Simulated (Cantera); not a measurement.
**Thermodynamics of silicon etching in halogen gases, feed Si + Br₂**

Feed: 1 mol Si, a varied amount of Br₂, at 310 Pa.

Method: chemical equilibrium by Gibbs-energy minimisation in Cantera with the NASA 1993 tables (ideal gas, pure condensed phases). Candidate condensed phases: Br₂, Si; 9 gas species. The tables' values for SiBr₃ are old estimates. Equilibrium is a limit: real reactors are often held back by kinetics, nucleation or transport.

Stable condensed phases:

```
T in °C \ n(Br₂) in mol
         0.68 0.95  1.3  1.9  2.6  3.7  5.1
   1025     A    A    B    B    B    B    B
    975     A    A    A    B    B    B    B
    925     A    A    A    B    B    B    B
    875     A    A    A    B    B    B    B
    825     A    A    A    B    B    B    B
    775     A    A    A    A    B    B    B
    725     A    A    A    A    B    B    B
    675     A    A    A    A    B    B    B
    625     A    A    A    A    B    B    B
    575     A    A    A    A    B    B    B
```

A: Si; B: gas only.
